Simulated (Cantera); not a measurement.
Cantera run, input and output.

```python
import numpy as np
import cantera as ct

gas = ct.Solution("gri30.yaml")
gas.TPX = 1375, 1000000, {'CH4': 1, 'CO': 0.49, 'O2': 1.12, 'N2': 8.08, 'H2O': 0.75, 'CO2': 0.73}
reactor = ct.IdealGasReactor(gas, energy="on", clone=False)
net = ct.ReactorNet([reactor])
net.rtol, net.atol = 1e-08, 1e-16
show = ['CH4', 'CO', 'O2', 'NO2', 'HCN']
times = np.geomspace(3e-06, 2, 11)

steps = ct.SolutionArray(gas, extra=["t"])
rows = []
print(f"{'t/s':>10s}{'T/K':>9s}{'P/Pa':>11s}" + "".join(f"{s:>11s}" for s in show))
for t in times:
    while net.time < t:
        t_next = net.step()
        steps.append(gas.state, t=t_next)
    rows.append([np.interp(t, steps.t, y) for y in (steps.T, steps.P, *steps(*show).X.T)])
    print(f"{t:10.3e}{rows[-1][0]:9.1f}{rows[-1][1]:11.4g}" + "".join(f"{x:11.3e}" for x in rows[-1][2:]))
rate = np.gradient(steps.T, steps.t)
print("integrator steps:", len(steps.t))
if steps.T.max() > steps.T[0] + 200:
    print(f"time of steepest temperature rise: {steps.t[rate.argmax()]:.4e} s")
gas.TPX = 1375, 1000000, {'CH4': 1, 'CO': 0.49, 'O2': 1.12, 'N2': 8.08, 'H2O': 0.75, 'CO2': 0.73}
gas.equilibrate("UV")
print(f"equilibrium (UV): T = {gas.T:.1f} K  " + "  ".join(f"{s} {gas[s].X[0]:.3e}" for s in show))
```

Result:

```
       t/s      T/K       P/Pa        CH4         CO         O2        NO2        HCN
 3.000e-06   1375.0      1e+06  8.217e-02  4.026e-02  9.203e-02  1.902e-21  4.819e-20
 1.147e-05   1375.0      1e+06  8.217e-02  4.026e-02  9.203e-02  8.839e-20  8.667e-19
 4.384e-05   1375.0      1e+06  8.216e-02  4.026e-02  9.202e-02  3.265e-18  1.797e-17
 1.676e-04   1375.5      1e+06  8.207e-02  4.025e-02  9.197e-02  1.524e-16  2.648e-16
 6.407e-04   1378.9  1.003e+06  8.152e-02  4.021e-02  9.162e-02  9.215e-15  2.207e-15
 2.449e-03   1468.9   1.07e+06  6.963e-02  4.208e-02  8.231e-02  8.191e-12  1.246e-12
 9.364e-03   2228.8  1.739e+06  5.107e-10  1.142e-01  7.459e-07  2.899e-10  4.111e-07
 3.580e-02   2228.9  1.739e+06  5.099e-10  1.142e-01  7.466e-07  2.259e-10  3.186e-07
 1.369e-01   2228.9  1.739e+06  5.098e-10  1.142e-01  7.467e-07  2.172e-10  3.061e-07
 5.232e-01   2228.9  1.739e+06  5.098e-10  1.142e-01  7.467e-07  2.172e-10  3.060e-07
 2.000e+00   2228.9  1.739e+06  5.098e-10  1.142e-01  7.467e-07  2.172e-10  3.060e-07
integrator steps: 2229
time of steepest temperature rise: 2.7148e-03 s
equilibrium (UV): T = 2228.9 K  CH4 5.605e-10  CO 1.142e-01  O2 7.467e-07  NO2 2.172e-10  HCN 3.060e-07
```

Cantera simulation using GRI-Mech 3.0 (53 species, 325 reactions); the numbers are that mechanism's predictions, not measurements.
